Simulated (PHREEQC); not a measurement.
A column of 0.1 m (30 cells, dispersivity 0.0035 m, 720 s a shift, diffusion coefficient 3e-10 m²/s) holds 0.0088 eq of the database's cation exchanger X per kg of pore water, first in equilibrium with 0.00055 mol MgCl2, 0.00037 mol PbCl2 and 1e-05 mol HCl per kg of water. It is flushed with 0.0031 mol/kgw CdCl2, 0.0053 mol/kgw KCl and 1e-05 mol/kgw HCl, at 40 °C. Values are for the last cell. The system is closed to CO2. Precipitation was switched off in this run.

The numbers come from PHREEQC with the ion-association model, phreeqc.dat.

Problem. Predict Cd in solution (mol/kgw), Mg in solution (mol/kgw) at pore volumes = 2.417, 3.483, 3.617, 3.75.

Solution. 
```
pore volumes  Cd in solution (mol/kgw)  Mg in solution (mol/kgw)
------------  ------------------------  ------------------------
2.417                          0.00220                  0.000282
3.483                          0.00281                   4.18e-5
3.617                          0.00285                   3.24e-5
3.75                           0.00288                   2.51e-5
```

Away from 25 °C the constants follow the database's enthalpies or fits; those with neither stay at their 25 °C values.
